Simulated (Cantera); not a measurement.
# Ta₂O₅ + CH₄ + H₂ + CO (carbothermic reduction)

Charge: 1 mol Ta₂O₅, 2.5 mol CH₄, 0.36 mol H₂, 14 mol CO, at 2325 K and 0.00830 bar.

Method: chemical equilibrium by Gibbs-energy minimisation in Cantera with the NASA 1993 tables (ideal gas, pure condensed phases). Candidate condensed phases: C, C₆H₆, C₇H₈, C₈H₁₈, H₂O, Ta, TaC, Ta₂O₅; 113 gas species. Mutual solubility and eutectic melting of coexisting phases are not modelled. Condensed phases not in the tables: Ta₂C, N, O or C dissolved in the metal. The numbers say what is thermodynamically allowed, not how fast it happens.

* **x(CO)**: 0.723
* **x(H₂)**: 0.207
* **x(H)**: 0.0549
* **x(TaO₂)**: 0.0113
* **x(TaO)**: 0.00253
* **x(H₂O)**: 0.00107
* **x(CO₂)**: 0.000659
* **x(OH)**: 4.74e-5
* **x(O)**: 8.56e-6
* **n(Ta(s))**: 0.930 mol
* **n(Ta₂O₅(l))**: 0.377 mol
* **gas amount**: 22.80 mol
* **log10 activity of TaC(s) (absent)**: -1.19
* **log10 activity of C(graphite) (absent)**: -4.35
